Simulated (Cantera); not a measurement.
**Moist CO burnout**

An isothermal, constant-pressure homogeneous reactor starts with 0.661 % CO, 5.87 % O2, 0.354 % H2O, 93.1 % N2, equivalence ratio 0.056, at 1073 K and 101000 Pa.

Cantera simulation using GRI-Mech 3.0 (53 species, 325 reactions); the numbers are that mechanism's predictions, not measurements.

```csv
t (s),x CO,x O2,x H2O,x H,x H2O2
6.00e-6,0.00661,0.0587,0.00354,<1e-12,<1e-12
2.63e-5,0.00661,0.0587,0.00354,<1e-12,<1e-12
0.000115,0.00661,0.0587,0.00354,<1e-12,<1e-12
0.000505,0.00661,0.0587,0.00354,9.63e-12,<1e-12
0.00221,0.00661,0.0587,0.00354,8.83e-11,<1e-12
0.00968,0.00661,0.0587,0.00354,7.85e-9,1.41e-9
0.0424,0.00426,0.0575,0.00353,9.52e-7,2.65e-7
0.186,0.000848,0.0559,0.00355,1.02e-7,8.67e-8
0.814,4.75e-5,0.0556,0.00355,2.15e-9,3.50e-9
3.57,8.96e-7,0.0555,0.00355,1.26e-11,1.36e-10
15.6,5.85e-9,0.0555,0.00355,<1e-12,2.08e-11
68.5,2.81e-11,0.0555,0.00355,<1e-12,1.16e-11
300,1.74e-11,0.0555,0.00355,<1e-12,5.75e-12
```
x: mole fraction; the columns are a selection and need not sum to one.

Equilibrium at this temperature and pressure: CO 1.73e-11, O2 0.0555, H2O 0.00355, H <1e-12, H2O2 5.67e-12 (gas phase only).
